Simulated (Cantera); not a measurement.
Input: 1 mol Pb, 0.26 mol O2, 2 mol H2, equilibrated at 1 atm.

These are equilibrium values from Cantera (NASA tables, ideal gas, pure condensed phases), not measurements of a reactor. Candidate condensed phases: H2O, Pb, PbO, PbO2, Pb3O4; 12 gas species. Rates play no part.

Problem. Which condensed phases are stable at each of these points (T (K)): 548, 648, 748, 848, 948, 1048, 1148, 1248, 1348, 1448, 1548?

Solution. 
```tsv
T (K)	condensed phases	Pb condensed (%)
548	Pb(s)	100.0
648	Pb(l)	100.0
748	Pb(l)	100.0
848	Pb(l)	100.0
948	Pb(l)	100.0
1048	Pb(l)	100.0
1148	Pb(l)	99.9
1248	Pb(l)	99.7
1348	Pb(l)	99.1
1448	Pb(l)	97.1
1548	Pb(l)	92.1
```

At 548 K the condensed part is Pb(s). From 648 K to 1548 K the condensed part is Pb(l).
